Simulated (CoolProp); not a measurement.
A simple Rankine cycle with water: condensing at 318.15 K, boiler at 4.06 MPa, turbine inlet 564.4 K, turbine efficiency 0.75, pump efficiency 0.7, no recuperator. Each further row changes one setting.

The numbers come from the reference Helmholtz-energy equation of state, Wagner 2002 in CoolProp.

| case | thermal efficiency (%) | net work (kJ/kg) | heat in (kJ/kg) | turbine exit temperature (K) | volume ratio over the turbine |
|---|---|---|---|---|---|
| as stated | 25.6 | 700 | 2740 | 318.1 | 230 |
| turbine inlet 584.4 K | 25.7 | … | 2800 | 318.1 | 222 |
| condensing temperature 310.15 K | 26.5 | … | 2770 | 310.2 | … |
| boiler pressure 2.84 MPa | 24.4 | 681 | … | 318.1 | 159 |
| turbine efficiency 0.65 | 22.1 | … | 2740 | 318.1 | 241 |

Task: Complete the blanks.

Result: 
- turbine inlet 584.4 K, net work (kJ/kg): 719
- condensing temperature 310.15 K, net work (kJ/kg): 735
- condensing temperature 310.15 K, volume ratio over the turbine: 340
- boiler pressure 2.84 MPa, heat in (kJ/kg): 2780
- turbine efficiency 0.65, net work (kJ/kg): 606

The expansion ends wet for: as stated; turbine inlet 584.4 K; condensing temperature 310.15 K; boiler pressure 2.84 MPa; turbine efficiency 0.65.
